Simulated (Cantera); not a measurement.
A closed system holds: 1 mol PbO, 160 mol H₂, 3 mol H₂O, at 1023.15 K and 10.0 Torr.

Cantera equilibrium calculation (NASA polynomials, part measured and part estimated; ideal gas, pure solids and liquids). Candidate condensed phases: H₂O, Pb, PbO, PbO₂, Pb₃O₄; 12 gas species. The numbers say what is thermodynamically allowed, not how fast it happens.

Task: What is the equilibrium state?

Result: 
- x(H₂): 0.974
- x(H₂O): 0.0245
- x(Pb): 0.00201
- n(Pb(l)): 0.672 mol
- gas amount: 163.3 mol
- log10 activity of PbO₂(s) (absent): -18.96
